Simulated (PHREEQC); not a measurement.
Dissolve 0.016 mol LiCl, 0.0051 mol CaCl2 and 5.5e-07 mol H4SiO4 per kg of water at 25 °C. Closed to the air; pH follows from the charge balance.

The numbers come from PHREEQC with the ion-association model, phreeqc.dat.

```json
[
 {"quantity": "pH", "before": "6.98", "after": "5.65"},
 {"quantity": "ionic strength (mol/kgw)", "before": "0.0313", "after": "0.0330"},
 {"quantity": "CaOH+ (mol/kgw)", "before": "5.05e-9", "after": "2.34e-10"},
 {"quantity": "H3SiO4- (mol/kgw)", "before": "9.19e-10", "after": "4.32e-11"},
 {"quantity": "SI of Quartz (SiO2)", "before": "-2.28", "after": "-2.28"}
]
```

Name the change that produced these shifts.
(A) diluted 10-fold with water
(B) 0.00076 mol/kgw PbCl2 added
(C) temperature from 25 to 45 °C
(D) LiCl from 0.016 to 0.08 mol/kgw
(E) 0.013 mol/kgw Li2SO4 added

B, 0.00076 mol/kgw PbCl2 added

Precipitation was switched off in this run.
